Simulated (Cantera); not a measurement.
A Cantera script and what it prints.

```python
import numpy as np
import cantera as ct

gas_names = """
    NO2 N2 TaO2 CO
""".split()
cond_names = """
    Ta(cr) Ta(L) Ta2O5(s) Ta2O5(L) C(gr) TaC(s) TaC(L)
""".split()


def load(file, names, dense=False):
    # The tables refer to 1 bar. Condensed volumes are neglected.
    table = {s.name: s for s in ct.Species.list_from_file(file)}
    out = []
    for n in names:
        d = dict(table[n].input_data)
        d["thermo"] = dict(d["thermo"], **{"reference-pressure": 1e5})
        if dense:
            d["equation-of-state"] = {"model": "constant-volume", "density": "1e6 g/cm^3"}
        out.append(ct.Species.from_dict(d))
    return out


species = {s.name: s for s in load("nasa_gas.yaml", gas_names) + load("nasa_condensed.yaml", cond_names)}
# Each term lists the table entries of one substance; the one whose range holds T is used.
reactions = {
    '8 Ta + 10 NO2(g) = 4 Ta2O5 + 5 N2(g)':
        [(-8, ['Ta(cr)', 'Ta(L)']), (-10, ['NO2']), (4, ['Ta2O5(s)', 'Ta2O5(L)']), (5, ['N2'])],
    'TaO2(g) + 3 C = 2 CO(g) + TaC':
        [(-1, ['TaO2']), (-3, ['C(gr)']), (2, ['CO']), (1, ['TaC(s)', 'TaC(L)'])],
}


def pick(names, T):
    return next(species[n] for n in names if species[n].thermo.min_temp <= T <= species[n].thermo.max_temp)


results = []
for label, terms in reactions.items():
    print(label)
    print("     T/K   dH/kJ  dS/(J/K)   dG/kJ   log10 K")
    for T in [473, 548, 623, 698, 773, 848]:
        used = [(nu, pick(names, T)) for nu, names in terms]
        dH = sum(nu * s.thermo.h(T) for nu, s in used) / 1e6
        dS = sum(nu * s.thermo.s(T) for nu, s in used) / 1e3
        dG = dH - T * dS / 1e3
        logK = -dG * 1e6 / (ct.gas_constant * T * np.log(10))
        results.append((label, T, dH, dS, dG, logK, [s.name for _, s in used]))
        print(f"{T:8g} {dH:8.1f} {dS:8.1f} {dG:8.1f} {logK:8.2f}")
```

Result:

```
8 Ta + 10 NO2(g) = 4 Ta2O5 + 5 N2(g)
     T/K   dH/kJ  dS/(J/K)   dG/kJ   log10 K
     473  -8504.6  -1146.9  -7962.2   879.27
     548  -8495.0  -1127.9  -7876.9   750.80
     623  -8485.2  -1111.2  -7792.9   653.38
     698  -8475.3  -1096.2  -7710.2   576.98
     773  -8465.4  -1082.7  -7628.5   515.48
     848  -8455.3  -1070.3  -7547.7   464.91
TaO2(g) + 3 C = 2 CO(g) + TaC
     T/K   dH/kJ  dS/(J/K)   dG/kJ   log10 K
     473   -161.1    148.9   -231.6    25.57
     548   -160.4    150.3   -242.8    23.14
     623   -160.0    151.0   -254.1    21.30
     698   -159.8    151.3   -265.4    19.86
     773   -159.8    151.3   -276.8    18.70
     848   -159.9    151.1   -288.1    17.75
```

Source: NASA polynomial tables (part measured, part estimated), evaluated in Cantera. TaC: taken at fixed stoichiometry. Condensed species are held in their standard states even where they would react or evaporate.
